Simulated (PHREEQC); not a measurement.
A solution holds 0.97 mmol/kgw CuSO4, at 13 °C. Closed to the air; pH follows from the charge balance.

All values are PHREEQC results (ion-association model, wateq4f.dat), not measurements.

This is a speciation only: nothing precipitates in the calculation.

### Question
Predict the pH, ionic strength.

### Answer
pH 5.39; ionic strength 0.00352 mol/kgw.

### Question
In which forms is Cu present?

### Answer
Cu+2 91 %, CuSO4 9.1 % of the Cu.

Species that the database lacks are ignored. At this temperature some constants are extrapolated from 25 °C, and those without enthalpy data are left unchanged.
